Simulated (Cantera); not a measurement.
A closed system holds: 1 mol Si, 0.0025 mol O2, 190 mol H2, held at 0.730 bar.

Equilibrium computed with Cantera from the NASA thermochemical tables; the gas is ideal and each condensed phase is pure. Candidate condensed phases: H2O, Si, SiO2; 18 gas species. Gases not in the tables: Si2H6 and higher silanes. Kinetics and transport are ignored.

At 1898 K, list the 4 most abundant gas species with their mole fractions, and the condensed phases.

H2 0.999, H 0.000914, SiH2 5.75e-5, SiO 2.63e-5. Condensed: Si(l).
